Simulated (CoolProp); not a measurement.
Vapour-liquid equilibrium of CH2F2 (R32) (1) + toluene (2) at 46.25 °C; x and y are mole fractions of (1).

Computed with CoolProp (multi-fluid Helmholtz-energy mixture model, Tillner-Roth 1997 and Lemmon 2006; pair parameters Bell 2016).

Problem. Give the bubble pressure and the first vapour's composition at x = 0.15, 0.75, 0.85. Is there an azeotrope?

Solution. x = 0.15: 1.006 MPa, y = 0.987; x = 0.75: 2.207 MPa, y = 0.993; x = 0.85: 2.388 MPa, y = 0.994. No azeotrope shows between x = 0.05 and 0.95.

Pair parameters are fitted to limited data, so mixtures are less certain than the pure fluids. The gap from Raoult's law changes sign with composition, which may be real or a fault of the pair parameters; it wasn't checked against measurements. With so large a gap from Raoult's law the liquid may split in two, which this calculation doesn't test in full.
